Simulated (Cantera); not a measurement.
A perfectly stirred reactor is fed with C₃H₈ : H₂ = 1 : 6.2 (molar parts), at 13300 Pa; it is held at 1450 K, and followed from long to short residence time.

Model: GRI-Mech 3.0 (53 species, 325 reactions), integrated in Cantera. GRI-Mech 3.0 was tuned for natural gas; its chemistry of propane as a main component is partial and can be far from experiment. GRI-Mech 3.0 stops at C3 and has no aromatics, soot or wall deposition, so with more carbon than oxygen in the feed, carbon stays in small species such as C2H2 where larger ones or solid carbon would form.

Q: Predict: x(C₃H₈) at τ = 1.60 s; x(H₂) at τ = 1.60 s; x(CH₂) at τ = 1.60 s; x(C₂H₆) at τ = 1.60 s; x(C₂H₄) at τ = 1.60 s; x(C₃H₈) at τ = 28.0 ms; x(H₂) at τ = 28.0 ms; x(CH₂) at τ = 28.0 ms; x(C₂H₆) at τ = 28.0 ms; x(C₂H₄) at τ = 28.0 ms.

A: 
```
Item                       Value
----------------------  --------
x(C₃H₈) at τ = 1.60 s    4.64e-5
x(H₂) at τ = 1.60 s        0.803
x(CH₂) at τ = 1.60 s     6.10e-9
x(C₂H₆) at τ = 1.60 s    4.44e-5
x(C₂H₄) at τ = 1.60 s    0.00766
x(C₃H₈) at τ = 28.0 ms   0.00122
x(H₂) at τ = 28.0 ms       0.780
x(CH₂) at τ = 28.0 ms    7.74e-8
x(C₂H₆) at τ = 28.0 ms  0.000323
x(C₂H₄) at τ = 28.0 ms    0.0302
```
